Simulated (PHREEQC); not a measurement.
**Nickel, zinc or cadmium bath**

Consider water at 60 °C with 39 mmol/kgw ZnSO4, 0.38 mmol/kgw Na2SO4 and 35 mmol/kgw MnSO4. Closed to the air; pH follows from the charge balance.

Model: ion-association model, phreeqc.dat, run in PHREEQC.

Precipitation was switched off in this run.

Problem. Predict the pH, ionic strength, density.

Solution. pH 5.33; ionic strength 0.144 mol/kgw; density 0.994 g/cm³.

Problem. In which forms is Na present?

Solution. Na+ 94 %, NaSO4- 5.7 % of the Na.

At this temperature some constants are extrapolated from 25 °C, and those without enthalpy data are left unchanged.
